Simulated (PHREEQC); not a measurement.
1 kg of water holding 6.2 mmol/kgw SrCl2, 69 mmol/kgw CaCl2, 5.5 mmol/kgw NaCl, 8.6 mmol/kgw KCl and 27 mmol/kgw MgCl2 is evaporated at 30 °C; the solids stay in contact with the brine. CO2 from the air is kept out. Solids allowed: Bischofite, Brucite, Carnallite, Halite, Portlandite, Sylvite, MgCl2_4H2O. Others were left out.

The numbers come from PHREEQC with the Pitzer model, pitzer.dat.

| water left (kg) | ionic strength | water activity | Ca in solution (mol/kgw) | Sr in solution (mol/kgw) | K in solution (mol/kgw) |
|---|---|---|---|---|---|
| 1 | 0.321 | 0.995 | 0.0690 | 0.00620 | 0.00860 |
| 0.8219 | 0.390 | 0.994 | 0.0840 | 0.00754 | 0.0105 |
| 0.6755 | 0.475 | ? | 0.102 | 0.00918 | 0.0127 |
| 0.5552 | 0.578 | 0.991 | 0.124 | 0.0112 | 0.0155 |
| 0.4563 | 0.703 | 0.989 | 0.151 | 0.0136 | 0.0188 |
| 0.375 | 0.855 | ? | 0.184 | 0.0165 | 0.0229 |
| 0.3082 | 1.04 | ? | 0.224 | 0.0201 | 0.0279 |
| 0.2533 | 1.27 | 0.979 | 0.272 | 0.0245 | 0.0339 |
| 0.2082 | 1.54 | 0.974 | 0.331 | 0.0298 | 0.0413 |
| 0.1711 | 1.87 | ? | 0.403 | 0.0362 | 0.0503 |
| 0.1156 | 2.77 | ? | 0.597 | 0.0536 | 0.0744 |
| 0.09502 | 3.38 | ? | 0.726 | 0.0652 | 0.0905 |
| 0.07809 | 4.11 | ? | 0.884 | 0.0794 | 0.110 |
| 0.06418 | 5.00 | ? | 1.08 | 0.0966 | 0.134 |
| 0.05275 | 6.08 | 0.854 | 1.31 | 0.118 | 0.163 |
| 0.04335 | 7.40 | 0.807 | 1.59 | 0.143 | 0.198 |
| 0.03564 | 9.00 | 0.746 | 1.94 | 0.174 | 0.241 |
| 0.0293 | 10.9 | 0.666 | 2.36 | 0.212 | 0.294 |
| 0.02407 | 13.3 | 0.566 | 2.87 | 0.258 | 0.357 |
| 0.01979 | 16.2 | 0.449 | 3.49 | 0.313 | 0.435 |

Q: What belongs in the gaps?

A: 
- 0.6755, water activity: 0.992
- 0.375, water activity: 0.986
- 0.3082, water activity: 0.983
- 0.1711, water activity: 0.967
- 0.1156, water activity: 0.948
- 0.09502, water activity: 0.933
- 0.07809, water activity: 0.914
- 0.06418, water activity: 0.888
